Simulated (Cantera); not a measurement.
A closed system holds: 1 mol Si3N4, 0.31 mol Si, 2.8 mol H2, at 1.00 bar.

These are equilibrium values from Cantera (NASA tables, ideal gas, pure condensed phases), not measurements of a reactor. Candidate condensed phases: Si, Si3N4; 18 gas species. The tables' values for SiN are old estimates; treat these amounts as uncertain. Gases not in the tables: Si2H6 and higher silanes. Rates play no part. All values below are at 1875 °C.

Base state: H2 0.580, N2 0.416, H 0.00318, Si 0.000220, SiH2 0.000135, SiH 8.23e-5, Si2N 3.06e-5, SiN 2.66e-5 (mole fractions); condensed: Si(l).

Problem. What changes in the equilibrium state with this change: pressure from 1.00 bar to 25.0 Pa?

Solution. 
```csv
species,before,after
Si,0.000220,0.375
H2,0.580,0.256
N2,0.416,0.231
H,0.00318,0.133
Si2,3.17e-6,0.00230
Si3,6.34e-7,0.000196
SiN,2.66e-5,0.000534
"Si(l), mol",3.31,0
```

Problem. What changes in the equilibrium state with this change: H2 from 2.8 to 0.098 mol?

Solution. 
| species | before | after |
|---|---|---|
| N2 | 0.416 | 0.953 |
| H2 | 0.580 | 0.0462 |
| H | 0.00318 | 0.000896 |
| Si | 0.000220 | 0.000220 |
| SiH2 | 0.000135 | 1.07e-5 |
| SiH | 8.23e-5 | 2.32e-5 |
| Si(l), mol | 3.31 | 3.31 |
